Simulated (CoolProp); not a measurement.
Properties of normal hydrogen along the isotherm 38 K (Tc = 33.1 K, pc = 1.296 MPa, ω = -0.219).

The numbers come from the reference Helmholtz-energy equation of state, Leachman 2009 in CoolProp.

```
p (MPa)          phase  density (kg/m³)  cv (kJ/(kg K))  Joule-Thomson coefficient (K/MPa)  viscosity (µPa s)  fugacity coefficient
-------  -------------  ---------------  --------------  ---------------------------------  -----------------  --------------------
1.18               gas            9.919           6.671                              6.783               2.15                0.8016
2.36     supercritical            34.35           7.147                                  ?               3.77                0.6124
3.54     supercritical            48.69           6.590                             0.8982               5.67                0.4870
4.71     supercritical            54.25           6.531                             0.2674               6.71                0.4229
5.89     supercritical            57.83           6.537                           -0.04939               7.50                0.3867
7.07     supercritical            60.52           6.555                            -0.2446               8.18                0.3658
8.25     supercritical                ?           6.576                                  ?               8.79                0.3542
9.43     supercritical            64.54           6.595                            -0.4778               9.35                0.3488
10.6     supercritical            66.14           6.613                            -0.5533               9.88                0.3479
11.8     supercritical            67.59           6.629                            -0.6149                  ?                0.3504
13       supercritical            68.91               ?                            -0.6650               10.9                0.3558
```

Task: What belongs in the gaps?

Result: 
- 2.36, Joule-Thomson coefficient (K/MPa): 3.117
- 8.25, density (kg/m³): 62.70
- 8.25, Joule-Thomson coefficient (K/MPa): -0.3789
- 11.8, viscosity (µPa s): 10.4
- 13, cv (kJ/(kg K)): 6.644

Viscosity comes from a separate model (Muzny 2013).
